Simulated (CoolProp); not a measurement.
m-xylene along the isobar 0.101 MPa: density (kg/m³) from the reference equation and from simpler models built on Tc = 343.7 °C, pc = 3.535 MPa, ω = 0.326; each cubic takes its own stable root.

Values from CoolProp's reference Helmholtz-energy equation of state, Zhou 2012.

```json
[
 {"T (°C)": "52.45", "phase": "liquid", "reference": "836.1", "van der Waals": "4.117", "Redlich-Kwong": "699.7", "Soave-Redlich-Kwong": "722.4"},
 {"T (°C)": "73.25", "phase": "liquid", "reference": "817.5", "van der Waals": "3.850", "Redlich-Kwong": "683.6", "Soave-Redlich-Kwong": "708.5"},
 {"T (°C)": "93.95", "phase": "liquid", "reference": "798.6", "van der Waals": "3.617", "Redlich-Kwong": "666.5", "Soave-Redlich-Kwong": "693.5"},
 {"T (°C)": "114.75", "phase": "liquid", "reference": "779.1", "van der Waals": "3.411", "Redlich-Kwong": "3.449", "Soave-Redlich-Kwong": "677.1"},
 {"T (°C)": "135.55", "phase": "liquid", "reference": "758.8", "van der Waals": "3.228", "Redlich-Kwong": "3.257", "Soave-Redlich-Kwong": "659.3"},
 {"T (°C)": "156.35", "phase": "gas", "reference": "3.117", "van der Waals": "3.064", "Redlich-Kwong": "3.087", "Soave-Redlich-Kwong": "3.100"},
 {"T (°C)": "177.15", "phase": "gas", "reference": "2.955", "van der Waals": "2.917", "Redlich-Kwong": "2.934", "Soave-Redlich-Kwong": "2.944"},
 {"T (°C)": "197.95", "phase": "gas", "reference": "2.811", "van der Waals": "2.783", "Redlich-Kwong": "2.796", "Soave-Redlich-Kwong": "2.804"},
 {"T (°C)": "218.65", "phase": "gas", "reference": "2.683", "van der Waals": "2.661", "Redlich-Kwong": "2.672", "Soave-Redlich-Kwong": "2.678"},
 {"T (°C)": "239.45", "phase": "gas", "reference": "2.566", "van der Waals": "2.550", "Redlich-Kwong": "2.558", "Soave-Redlich-Kwong": "2.562"},
 {"T (°C)": "260.25", "phase": "gas", "reference": "2.460", "van der Waals": "2.447", "Redlich-Kwong": "2.454", "Soave-Redlich-Kwong": "2.457"},
 {"T (°C)": "281.05", "phase": "gas", "reference": "2.362", "van der Waals": "2.353", "Redlich-Kwong": "2.358", "Soave-Redlich-Kwong": "2.360"},
 {"T (°C)": "301.85", "phase": "gas", "reference": "2.273", "van der Waals": "2.266", "Redlich-Kwong": "2.270", "Soave-Redlich-Kwong": "2.271"},
 {"T (°C)": "322.65", "phase": "gas", "reference": "2.190", "van der Waals": "2.185", "Redlich-Kwong": "2.188", "Soave-Redlich-Kwong": "2.189"},
 {"T (°C)": "343.45", "phase": "gas", "reference": "2.114", "van der Waals": "2.110", "Redlich-Kwong": "2.112", "Soave-Redlich-Kwong": "2.112"}
]
```

At some of these states van der Waals, Redlich-Kwong gives the other phase, because its saturation line lies elsewhere.
